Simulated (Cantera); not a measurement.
Input (Python, Cantera):

```python
import numpy as np
import cantera as ct

gas = ct.Solution("gri30.yaml")
gas.TPX = 1398, 22000, {'CO': 0.0014, 'O2': 0.028, 'H2O': 0.0011, 'N2': 1}
reactor = ct.IdealGasConstPressureReactor(gas, energy="off", clone=False)
net = ct.ReactorNet([reactor])
net.rtol, net.atol = 1e-08, 1e-18
show = ['CO', 'O2', 'H2O', 'H2', 'NO2']
times = np.geomspace(9e-05, 90, 10)

steps = ct.SolutionArray(gas, extra=["t"])
rows = []
print(f"{'t/s':>10s}{'T/K':>9s}{'P/Pa':>11s}" + "".join(f"{s:>11s}" for s in show))
for t in times:
    while net.time < t:
        t_next = net.step()
        steps.append(gas.state, t=t_next)
    rows.append([np.interp(t, steps.t, y) for y in (steps.T, steps.P, *steps(*show).X.T)])
    print(f"{t:10.3e}{rows[-1][0]:9.1f}{rows[-1][1]:11.4g}" + "".join(f"{x:11.3e}" for x in rows[-1][2:]))
rate = np.gradient(steps.T, steps.t)
print("integrator steps:", len(steps.t))
if steps.T.max() > steps.T[0] + 200:
    print(f"time of steepest temperature rise: {steps.t[rate.argmax()]:.4e} s")
gas.TPX = 1398, 22000, {'CO': 0.0014, 'O2': 0.028, 'H2O': 0.0011, 'N2': 1}
gas.equilibrate("TP")
print(f"equilibrium (TP): T = {gas.T:.1f} K  " + "  ".join(f"{s} {gas[s].X[0]:.3e}" for s in show))
```

Output:

```
       t/s      T/K       P/Pa         CO         O2        H2O         H2        NO2
 9.000e-05   1398.0    2.2e+04  1.359e-03  2.717e-02  1.067e-03  2.525e-15  1.221e-24
 4.177e-04   1398.0    2.2e+04  1.359e-03  2.717e-02  1.067e-03  1.501e-13  1.511e-22
 1.939e-03   1398.0    2.2e+04  1.359e-03  2.717e-02  1.067e-03  1.023e-11  1.994e-20
 9.000e-03   1398.0    2.2e+04  1.358e-03  2.717e-02  1.067e-03  1.439e-09  9.627e-18
 4.177e-02   1398.0    2.2e+04  6.262e-04  2.659e-02  9.963e-04  7.692e-06  1.593e-11
 1.939e-01   1398.0    2.2e+04  6.651e-06  2.649e-02  1.052e-03  7.698e-07  5.495e-10
 9.000e-01   1398.0    2.2e+04  2.278e-07  2.651e-02  1.064e-03  4.917e-08  7.317e-10
 4.177e+00   1398.0    2.2e+04  2.704e-08  2.651e-02  1.067e-03  8.910e-09  5.178e-10
 1.939e+01   1398.0    2.2e+04  1.698e-08  2.651e-02  1.067e-03  6.163e-09  4.944e-10
 9.000e+01   1398.0    2.2e+04  1.697e-08  2.651e-02  1.067e-03  6.160e-09  5.190e-10
integrator steps: 1506
equilibrium (TP): T = 1398.0 K  CO 1.702e-08  O2 2.637e-02  H2O 1.067e-03  H2 6.178e-09  NO2 3.510e-07
```

Model: GRI-Mech 3.0 (53 species, 325 reactions), integrated in Cantera.
